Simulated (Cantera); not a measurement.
What does this Cantera script print?

```python
import numpy as np
import cantera as ct

gas = ct.Solution("SiF4_NH3_mec.yaml", "gas")
gas.TPX = 1825, 5500, {'NH3': 1, 'H2': 8.6}
reactor = ct.IdealGasConstPressureReactor(gas, energy="off", clone=False)
net = ct.ReactorNet([reactor])
net.rtol, net.atol = 1e-08, 1e-18
show = ['NH3', 'H2', 'H', 'N2', 'N', 'N2H4']
times = np.geomspace(1e-06, 5, 12)

steps = ct.SolutionArray(gas, extra=["t"])
rows = []
print(f"{'t/s':>10s}{'T/K':>9s}{'P/Pa':>11s}" + "".join(f"{s:>11s}" for s in show))
for t in times:
    while net.time < t:
        t_next = net.step()
        steps.append(gas.state, t=t_next)
    rows.append([np.interp(t, steps.t, y) for y in (steps.T, steps.P, *steps(*show).X.T)])
    print(f"{t:10.3e}{rows[-1][0]:9.1f}{rows[-1][1]:11.4g}" + "".join(f"{x:11.3e}" for x in rows[-1][2:]))
rate = np.gradient(steps.T, steps.t)
print("integrator steps:", len(steps.t))
if steps.T.max() > steps.T[0] + 200:
    print(f"time of steepest temperature rise: {steps.t[rate.argmax()]:.4e} s")
gas.TPX = 1825, 5500, {'NH3': 1, 'H2': 8.6}
gas.equilibrate("TP")
print(f"equilibrium (TP): T = {gas.T:.1f} K  " + "  ".join(f"{s} {gas[s].X[0]:.3e}" for s in show))
```

Result:

```
       t/s      T/K       P/Pa        NH3         H2          H         N2          N       N2H4
 1.000e-06   1825.0       5500  1.042e-01  8.958e-01  8.911e-09  5.570e-23  1.435e-23  3.398e-19
 4.064e-06   1825.0       5500  1.042e-01  8.958e-01  4.105e-08  4.708e-20  1.175e-20  1.451e-17
 1.652e-05   1825.0       5500  1.042e-01  8.958e-01  1.883e-07  2.962e-17  6.281e-18  3.642e-16
 6.714e-05   1825.0       5500  1.042e-01  8.958e-01  7.953e-07  1.598e-14  1.188e-15  7.199e-15
 2.729e-04   1825.0       5500  1.042e-01  8.958e-01  3.262e-06  5.866e-12  1.081e-13  1.266e-13
 1.109e-03   1825.0       5500  1.042e-01  8.958e-01  1.329e-05  9.391e-10  7.832e-12  2.126e-12
 4.508e-03   1825.0       5500  1.041e-01  8.958e-01  5.393e-05  9.216e-08  5.314e-10  3.512e-11
 1.832e-02   1825.0       5500  1.041e-01  8.956e-01  2.109e-04  9.471e-06  3.141e-08  5.349e-10
 7.447e-02   1825.0       5500  1.031e-01  8.960e-01  4.026e-04  4.071e-04  2.132e-07  1.908e-09
 3.027e-01   1825.0       5500  9.844e-02  8.985e-01  4.120e-04  2.526e-03  2.164e-07  1.810e-09
 1.230e+00   1825.0       5500  8.184e-02  9.076e-01  4.415e-04  1.005e-02  2.158e-07  1.408e-09
 5.000e+00   1825.0       5500  4.067e-02  9.300e-01  5.666e-04  2.871e-02  2.129e-07  5.447e-10
integrator steps: 569
equilibrium (TP): T = 1825.0 K  NH3 3.048e-07  H2 9.510e-01  H 1.843e-03  N2 4.713e-02  N 5.230e-11  N2H4 3.119e-19
```

Computed with Cantera and the gas-phase N/H chemistry of the illustrative SiF4/NH3 mechanism in the Surface Chemkin manual (1991). Walls and surfaces, which speed up NH3 decomposition in real reactors, are not modelled.
